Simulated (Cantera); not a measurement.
An isothermal, constant-pressure homogeneous reactor starts with 2.91 % H2, 97.1 % O2, equivalence ratio 0.015, at 1248 K and 0.00150 bar.

Model: GRI-Mech 3.0 (53 species, 325 reactions), integrated in Cantera. Radical loss at walls, strong at low pressure, is not modelled.

x: mole fraction; the columns are a selection and need not sum to one.

```tsv
t (s)	x H2	x O2	x H2O	x H	x H2O2	x HO2
3.00e-5	0.0291	0.971	<1e-12	2.00e-10	<1e-12	2.10e-10
0.000175	0.0291	0.971	1.85e-11	9.55e-10	<1e-12	1.22e-9
0.00102	0.0291	0.971	2.16e-9	3.46e-9	1.44e-12	7.13e-9
0.00594	0.0291	0.971	3.62e-7	8.96e-8	4.76e-11	4.16e-8
0.0346	0.00109	0.947	0.0244	0.00378	1.04e-8	2.59e-7
0.202	0.000310	0.946	0.0262	0.00284	5.57e-9	2.17e-7
1.18	0.000269	0.949	0.0267	0.00226	5.56e-9	2.06e-7
6.86	___	0.961	0.0281	___	5.17e-9	___
40.0	___	0.969	0.0292	___	___	___
```

### Question
Some entries are withheld; supply them.

### Answer

- 6.86, x H2: 0.000130
- 6.86, x H: 0.000722
- 6.86, x HO2: 1.55e-7
- 40.0, x H2: 1.46e-5
- 40.0, x H: 2.63e-5
- 40.0, x H2O2: 2.66e-9
- 40.0, x HO2: 4.87e-8
